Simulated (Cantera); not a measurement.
Input: 1 mol Pb, 13 mol H2O, 11 mol H2, 0.021 mol O2, at 777 °C and 0.100 bar.

Method: chemical equilibrium by Gibbs-energy minimisation in Cantera with the NASA 1993 tables (ideal gas, pure condensed phases). Candidate condensed phases: H2O, Pb, PbO, PbO2, Pb3O4; 12 gas species. Kinetics and transport are ignored.

Base state: H2O 0.543, H2 0.456, Pb 0.000465 (mole fractions); condensed: Pb(l).

Task: What changes in the equilibrium state with this change: 0.56 mol NH3 added?

Result: 
```tsv
species	before	after
H2O	0.543	0.519
H2	0.456	0.469
N2	0	0.0111
Pb	0.000465	0.000465
Pb(l), mol	0.989	0.988
```

Task: What changes in the equilibrium state with this change: temperature from 777 °C to 1200 °C?

Result: 
```csv
species,before,after
H2O,0.543,0.522
H2,0.456,0.438
Pb,0.000465,0.0400
PbO,3.09e-9,1.52e-5
H,1.73e-8,2.65e-5
"Pb(l), mol",0.989,0
```

Task: What changes in the equilibrium state with this change: temperature from 777 °C to 1077 °C?

Result: 
```tsv
species	before	after
H2O	0.543	0.522
H2	0.456	0.438
Pb	0.000465	0.0400
Pb(l), mol	0.989	0
```
